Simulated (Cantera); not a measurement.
A closed system holds: 1 mol AlN, 5.7 mol H2, equilibrated at 42.0 mbar.

Method: chemical equilibrium by Gibbs-energy minimisation in Cantera with the NASA 1993 tables (ideal gas, pure condensed phases). Candidate condensed phases: Al, AlN; 13 gas species. Kinetics and transport are ignored.

x: gas mole fraction; n: condensed amount in mol.

```csv
T (K),x H2,x Al,x N2,x H,x AlH,x Al2,x NH3,n AlN(s)
1850,0.993,0.00281,0.00152,0.00262,0.000229,2.36e-7,4.27e-8,0.983
1875,0.990,0.00406,0.00218,0.00318,0.000310,4.22e-7,4.86e-8,0.975
1900,0.987,0.00580,0.00311,0.00385,0.000416,7.45e-7,5.50e-8,0.964
1925,0.982,0.00821,0.00438,0.00462,0.000553,1.30e-6,6.20e-8,0.949
1950,0.976,…,…,…,…,…,…,0.929
1975,0.968,0.0160,0.00849,0.00657,0.000954,3.75e-6,7.72e-8,0.900
2000,0.957,0.0221,0.0117,0.00776,0.00124,6.25e-6,8.53e-8,0.862
2025,0.943,0.0302,0.0159,0.00912,0.00159,1.03e-5,9.35e-8,0.809
2050,0.925,…,…,…,…,…,1.01e-7,…
2075,0.901,0.0552,0.0289,0.0123,0.00256,2.68e-5,1.09e-7,0.637
```

Problem. Some entries are withheld; supply them.

Solution. 
- 1950, x Al: 0.0115
- 1950, x N2: 0.00612
- 1950, x H: 0.00553
- 1950, x AlH: 0.000729
- 1950, x Al2: 2.22e-6
- 1950, x NH3: 6.94e-8
- 2050, x Al: 0.0410
- 2050, x N2: 0.0215
- 2050, x H: 0.0106
- 2050, x AlH: 0.00203
- 2050, x Al2: 1.67e-5
- 2050, n AlN(s): 0.737
